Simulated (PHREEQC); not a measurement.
0.012 g of hydrous ferric oxide (600 m²/g; 0.2 weak and 0.005 strong sites per Fe, Dzombak-Morel constants, diffuse double layer) in 1 kg of water with 0.001 mol/kgw of an inert sodium salt and 1.7e-07 mol MgCl2, at 25 °C; the pH is set by adding NaOH or the inert anion's acid. O2 is buffered at 0.21 atm. The system is closed to CO2. No solid was allowed to form.

The numbers come from PHREEQC with the ion-association model, wateq4f.dat.

```csv
pH,Mg sorbed (%),surface charge σ (C/m²),surface potential ψ (mV)
4,0.0,0.117,210
4.5,0.0,0.078,191
5,0.0,0.050,169
5.5,0.0,0.031,145
6,0.0,0.019,119
6.5,0.0,0.011,92
7,0.0,0.006,___
7.5,0.4,0.003,35
8,3.4,0.000,6
8.5,25.4,-0.002,-22
9,76.4,-0.004,___
9.5,96.8,-0.008,-79
10,99.6,-0.015,___
10.5,100.0,-0.028,-132
11,100.0,-0.054,-154
11.5,100.0,-0.106,-170
12,100.0,-0.198,-176
```

### Question
Fill in the missing entries.

### Answer

- 7, surface potential ψ (mV): 64
- 9, surface potential ψ (mV): -51
- 10, surface potential ψ (mV): -107

Species that the database lacks are ignored.
